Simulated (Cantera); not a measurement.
Mixture: 33.6 % CO, 1.78 % H2, 13.6 % O2, 51.0 % N2, equivalence ratio 1.3, at 37.0 bar, adiabatic and at constant pressure. Ignition delay is the time to a rise of 400 K.

Computed with Cantera and GRI-Mech 3.0 (53 species, 325 reactions). The hydrogen kinetics of GRI-Mech 3.0 are dated; newer H2 mechanisms differ, most at raised pressure. The pressure lies above the range GRI-Mech 3.0 was tuned for (to about 10 atm).

Question: Predict: delay at 973 K; delay at 1123 K; delay at 1273 K; delay at 1423 K; apparent activation energy between 1348 and 1498 K.

Answer: 
```
Property                                                Result
--------------------------------------------------  ----------
delay at 973 K                                         4.52 ms
delay at 1123 K                                       0.209 ms
delay at 1273 K                                        21.3 µs
delay at 1423 K                                        4.20 µs
apparent activation energy between 1348 and 1498 K  140 kJ/mol
```
